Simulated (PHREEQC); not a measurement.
A solution holds 0.003 mol HCl, 8.1e-05 mol CuSO4 and 0.00054 mol Fe2(SO4)3 per kg of water, at 25 °C. Closed to the air; pH follows from the charge balance.

All values are PHREEQC results (ion-association model, phreeqc.dat), not measurements.

This is a speciation only: nothing precipitates in the calculation.

Order these Fe species by the share of Fe that they hold, largest first: FeSO4+, Fe(OH)2+, FeCl+2, Fe+3, FeOH+2.

FeSO4+ (56 %), FeOH+2 (24 %), Fe+3 (15 %), Fe(OH)2+ (2.1 %), FeCl+2 (0.88 %)

Order these Cu species by the share of Cu that they hold, largest first: CuCl+, Cu+2, CuSO4.

Cu+2 (91 %), CuSO4 (8.3 %), CuCl+ (0.53 %)

The pH is 2.54 and the ionic strength 0.00667 mol/kgw. Saturation is exceeded, for instance for Hematite (slow to form), Goethite (slow to form); the values hold only as long as no solid forms. Complexes and solids missing from the database can't appear.
